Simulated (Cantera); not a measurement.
Cantera run, input and output.

```python
import numpy as np
import cantera as ct

gas = ct.Solution("gri30.yaml")
gas.TPX = 1100, 101325, {'N2O': 1, 'H2': 0.016, 'N2': 0.23}
inlet = ct.Reservoir(gas, clone=True)

reactor = ct.IdealGasConstPressureReactor(gas, energy="off", clone=False)
exhaust = ct.Reservoir(gas, clone=True)
tau = [7.1, 2.4, 0.81, 0.27, 0.092, 0.031, 0.01, 0.0035, 0.0012, 0.0004][0]
for a, b in ((inlet, reactor), (reactor, exhaust)):
    ct.MassFlowController(a, b, mdot=lambda t: reactor.mass / tau)
net = ct.ReactorNet([reactor])
show = ['N2O', 'H2', 'O', 'NO2', 'H2O2', 'H2O']

rows = []
print(f"{'tau/s':>10s}{'T/K':>9s}" + "".join(f"{s:>11s}" for s in show))
for tau in [7.1, 2.4, 0.81, 0.27, 0.092, 0.031, 0.01, 0.0035, 0.0012, 0.0004]:
    net.initial_time = 0.0
    net.advance(30 * tau)
    before = gas.X
    net.advance(40 * tau)
    drift = np.max(np.abs(gas.X - before) / (gas.X + 1e-9))
    rows.append([gas.T, *gas[show].X, drift])
    print(f"{tau:10.3e}{gas.T:9.1f}" + "".join(f"{x:11.3e}" for x in gas[show].X))
```

Result:

```
     tau/s      T/K        N2O         H2          O        NO2       H2O2        H2O
 7.100e+00   1100.0  4.696e-01  2.471e-05  2.303e-07  3.226e-04  8.269e-09  1.134e-02
 2.400e+00   1100.0  6.341e-01  6.654e-05  2.728e-07  2.391e-04  1.106e-08  1.206e-02
 8.100e-01   1100.0  7.277e-01  1.745e-04  3.020e-07  1.351e-04  1.472e-08  1.238e-02
 2.700e-01   1100.0  7.680e-01  4.464e-04  3.172e-07  5.908e-05  2.061e-08  1.229e-02
 9.200e-02   1100.0  7.831e-01  1.105e-03  3.171e-07  2.218e-05  3.284e-08  1.170e-02
 3.100e-02   1100.0  7.897e-01  2.628e-03  3.017e-07  6.916e-06  6.464e-08  1.020e-02
 1.000e-02   1100.0  7.943e-01  5.422e-03  2.756e-07  1.817e-06  9.693e-08  7.403e-03
 3.500e-03   1100.0  7.980e-01  8.608e-03  2.520e-07  5.657e-07  8.883e-08  4.216e-03
 1.200e-03   1100.0  8.009e-01  1.125e-02  2.283e-07  1.784e-07  5.335e-08  1.582e-03
 4.000e-04   1100.0  8.022e-01  1.250e-02  2.058e-07  2.686e-08  1.333e-08  3.340e-04
```

Cantera simulation using GRI-Mech 3.0 (53 species, 325 reactions); the numbers are that mechanism's predictions, not measurements. GRI-Mech 3.0 was tuned for natural gas; its chemistry of N2O as a main component is partial and can be far from experiment. The mechanism lacks the step 2 NO + O2 → 2 NO2, which can matter for NO2 below about 1400 K. The temperature is held fixed by assumption; the heat of reaction is taken as removed at once.
